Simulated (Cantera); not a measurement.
Input (Python, Cantera):

```python
import numpy as np
import cantera as ct

gas = ct.Solution("gri30.yaml")
gas.TPX = 1050, 300, {'H2': 0.02, 'O2': 1}
inlet = ct.Reservoir(gas, clone=True)

reactor = ct.IdealGasConstPressureReactor(gas, energy="off", clone=False)
exhaust = ct.Reservoir(gas, clone=True)
tau = [5.2, 2.4, 1.1, 0.49, 0.23, 0.1, 0.047, 0.021, 0.0097][0]
for a, b in ((inlet, reactor), (reactor, exhaust)):
    ct.MassFlowController(a, b, mdot=lambda t: reactor.mass / tau)
net = ct.ReactorNet([reactor])
show = ['H2', 'O2', 'O', 'H2O', 'H', 'OH']

rows = []
print(f"{'tau/s':>10s}{'T/K':>9s}" + "".join(f"{s:>11s}" for s in show))
for tau in [5.2, 2.4, 1.1, 0.49, 0.23, 0.1, 0.047, 0.021, 0.0097]:
    net.initial_time = 0.0
    net.advance(30 * tau)
    before = gas.X
    net.advance(40 * tau)
    drift = np.max(np.abs(gas.X - before) / (gas.X + 1e-9))
    rows.append([gas.T, *gas[show].X, drift])
    print(f"{tau:10.3e}{gas.T:9.1f}" + "".join(f"{x:11.3e}" for x in gas[show].X))
```

Result:

```
     tau/s      T/K         H2         O2          O        H2O          H         OH
 5.200e+00   1050.0  1.088e-04  9.765e-01  3.392e-03  1.929e-02  2.716e-04  4.602e-04
 2.400e+00   1050.0  1.693e-04  9.747e-01  5.038e-03  1.903e-02  5.090e-04  5.793e-04
 1.100e+00   1050.0  2.670e-04  9.724e-01  7.034e-03  1.864e-02  8.867e-04  7.201e-04
 4.900e-01   1050.0  4.390e-04  9.701e-01  9.066e-03  1.809e-02  1.419e-03  8.898e-04
 2.300e-01   1050.0  7.264e-04  9.684e-01  1.043e-02  1.739e-02  1.992e-03  1.079e-03
 1.000e-01   1050.0  1.326e-03  9.675e-01  1.093e-02  1.634e-02  2.608e-03  1.333e-03
 4.700e-02   1050.0  2.358e-03  9.677e-01  1.041e-02  1.495e-02  3.030e-03  1.597e-03
 2.100e-02   1050.0  4.389e-03  9.690e-01  8.934e-03  1.274e-02  3.124e-03  1.850e-03
 9.700e-03   1050.0  7.828e-03  9.715e-01  6.673e-03  9.529e-03  2.604e-03  1.901e-03
```

Model: GRI-Mech 3.0 (53 species, 325 reactions), integrated in Cantera. Radical loss at walls, strong at low pressure, is not modelled.
